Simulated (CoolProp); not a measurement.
Model: reference Helmholtz-energy equation of state, Pan 2012, in CoolProp.

Task: For R236FA, give the phase and the Z, Joule-Thomson coefficient (K/MPa), isothermal compressibility (1/MPa), fugacity coefficient at 201.7 K and 2610 kPa.

Result: 
- 201.7 K and 2610 kPa: liquid; Z 0.143, Joule-Thomson coefficient -0.348, isothermal compressibility 0.000945, fugacity coefficient 0.000656
